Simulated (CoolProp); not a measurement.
Vapour-liquid equilibrium of benzene (1) + octamethylcyclotetrasiloxane (D4) (2) at 0.0332 MPa; x and y are mole fractions of (1).

Computed with CoolProp (multi-fluid Helmholtz-energy mixture model, Thol 2012 and Thol 2015; pair parameters Bell 2016).

```csv
x,bubble temperature (°C),y at the bubble point,dew temperature at overall composition x (°C),liquid density (mol/L)
0.05,123.9,0.373,135.2,2.932
0.15,102.0,0.754,132.1,3.305
0.25,86.4,0.889,128.7,3.708
0.35,75.9,___,124.9,4.154
0.45,___,0.966,120.6,___
0.55,63.2,0.978,115.7,5.279
0.65,58.9,0.986,109.7,6.025
0.75,55.3,0.992,102.3,6.963
0.85,52.1,0.996,92.0,8.180
0.95,___,0.999,73.6,9.819
```

Question: Some entries are withheld; supply them.

Answer: 
- 0.35, y at the bubble point: 0.942
- 0.45, bubble temperature (°C): 68.5
- 0.45, liquid density (mol/L): 4.669
- 0.95, bubble temperature (°C): 49.1

No azeotrope shows between x = 0.05 and 0.95.

Pair parameters are fitted to limited data, so mixtures are less certain than the pure fluids. The gap from Raoult's law changes sign with composition, which may be real or a fault of the pair parameters; it wasn't checked against measurements.
